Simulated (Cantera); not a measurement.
An isothermal, constant-pressure homogeneous reactor starts with 5.88 % C₂H₄, 94.1 % H₂, at 1700 K and 2670 Pa.

Computed with Cantera and GRI-Mech 3.0 (53 species, 325 reactions). GRI-Mech 3.0 was tuned for natural gas; its chemistry of ethylene as a main component is partial and can be far from experiment. GRI-Mech 3.0 stops at C3 and has no aromatics, soot or wall deposition, so with more carbon than oxygen in the feed, carbon stays in small species such as C2H2 where larger ones or solid carbon would form. Radical loss at walls, strong at low pressure, is not modelled.

One state of this run: x C₂H₄ = 0.0492; x H₂ = 0.942; x CH₃ = 1.09e-8; x H = 2.24e-5; x CH₄ = 1.05e-6. x: mole fraction; the columns are a selection and need not sum to one.

### Question
Which value of t (s) does it belong to?
(A) 0.135
(B) 0.00453
(C) 0.000591
(D) 0.000300

### Answer
B, 0.00453
